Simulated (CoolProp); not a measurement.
Vapour-liquid equilibrium of R125 (1) + R115 (2) at 0.807 MPa; x and y are mole fractions of (1).

Values from CoolProp's multi-fluid Helmholtz-energy mixture model, Lemmon 2005 and Lemmon 2016; pair parameters Bell 2016.

Task: Give the bubble temperature and the first vapour's composition at x = 0.25, 0.55, 0.75. Is there an azeotrope?

Result: x = 0.25: 285.2 K, y = 0.365; x = 0.55: 280.4 K, y = 0.622; x = 0.75: 279.1 K, y = 0.771. y crosses x between x = 0.85 and 0.95: the model has an azeotrope there.

The pair parameters rest on a limited set of measurements; away from them the model extrapolates.
